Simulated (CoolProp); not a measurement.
Vapour-liquid equilibrium of R143a (1) + fluoroethane (R161) (2) at 219.4 K; x and y are mole fractions of (1).

Computed with CoolProp (multi-fluid Helmholtz-energy mixture model, Lemmon and Jacobsen 2000 and Wu 2012; pair parameters Bell 2016).

```json
[
 {"x": "0.05", "bubble pressure, mixture model (kPa)": "46.92", "bubble pressure, Raoult's law (kPa)": "46.61", "y, mixture model": "0.084", "y, Raoult's law": "0.079"},
 {"x": "0.125", "bubble pressure, mixture model (kPa)": "49.42", "bubble pressure, Raoult's law (kPa)": "48.74", "y, mixture model": "0.197", "y, Raoult's law": "0.189"},
 {"x": "0.2", "bubble pressure, mixture model (kPa)": "51.79", "bubble pressure, Raoult's law (kPa)": "50.88", "y, mixture model": "0.297", "y, Raoult's law": "0.289"},
 {"x": "0.275", "bubble pressure, mixture model (kPa)": "54.07", "bubble pressure, Raoult's law (kPa)": "53.01", "y, mixture model": "0.386", "y, Raoult's law": "0.382"},
 {"x": "0.35", "bubble pressure, mixture model (kPa)": "56.27", "bubble pressure, Raoult's law (kPa)": "55.15", "y, mixture model": "0.468", "y, Raoult's law": "0.467"},
 {"x": "0.425", "bubble pressure, mixture model (kPa)": "58.41", "bubble pressure, Raoult's law (kPa)": "57.28", "y, mixture model": "0.544", "y, Raoult's law": "0.546"},
 {"x": "0.5", "bubble pressure, mixture model (kPa)": "60.49", "bubble pressure, Raoult's law (kPa)": "59.41", "y, mixture model": "0.614", "y, Raoult's law": "0.620"},
 {"x": "0.575", "bubble pressure, mixture model (kPa)": "62.53", "bubble pressure, Raoult's law (kPa)": "61.55", "y, mixture model": "0.681", "y, Raoult's law": "0.688"},
 {"x": "0.65", "bubble pressure, mixture model (kPa)": "64.54", "bubble pressure, Raoult's law (kPa)": "63.68", "y, mixture model": "0.743", "y, Raoult's law": "0.752"},
 {"x": "0.725", "bubble pressure, mixture model (kPa)": "66.52", "bubble pressure, Raoult's law (kPa)": "65.82", "y, mixture model": "0.803", "y, Raoult's law": "0.811"},
 {"x": "0.8", "bubble pressure, mixture model (kPa)": "68.48", "bubble pressure, Raoult's law (kPa)": "67.95", "y, mixture model": "0.859", "y, Raoult's law": "0.867"},
 {"x": "0.875", "bubble pressure, mixture model (kPa)": "70.42", "bubble pressure, Raoult's law (kPa)": "70.08", "y, mixture model": "0.914", "y, Raoult's law": "0.919"},
 {"x": "0.95", "bubble pressure, mixture model (kPa)": "72.36", "bubble pressure, Raoult's law (kPa)": "72.22", "y, mixture model": "0.966", "y, Raoult's law": "0.969"}
]
```

The largest gap from Raoult's law is +2.0 % in bubble pressure, at x = 0.35. No azeotrope shows between x = 0.05 and 0.95.

The pair parameters rest on a limited set of measurements; away from them the model extrapolates.
